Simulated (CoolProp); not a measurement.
Vapour-liquid equilibrium of n-heptane (1) + ethylbenzene (2) at 106.95 °C; x and y are mole fractions of (1).

The numbers come from the multi-fluid Helmholtz-energy mixture model, Span 2003 and Zhou 2012; pair parameters Bell 2016 in CoolProp.

```csv
x,"bubble pressure, mixture model (bar)","bubble pressure, Raoult's law (bar)","y, mixture model","y, Raoult's law"
0.05,0.4937,0.4735,0.168,0.137
0.2,0.6600,0.6031,0.464,0.429
0.35,0.8003,0.7328,0.628,0.618
0.5,0.9243,0.8625,0.740,0.751
0.65,1.039,0.9921,0.828,0.848
0.8,1.149,1.122,0.905,0.923
0.95,1.258,1.251,0.976,0.983
```

The largest gap from Raoult's law is +9.4 % in bubble pressure, at x = 0.2. No azeotrope shows between x = 0.05 and 0.95.

The pair parameters rest on a limited set of measurements; away from them the model extrapolates.
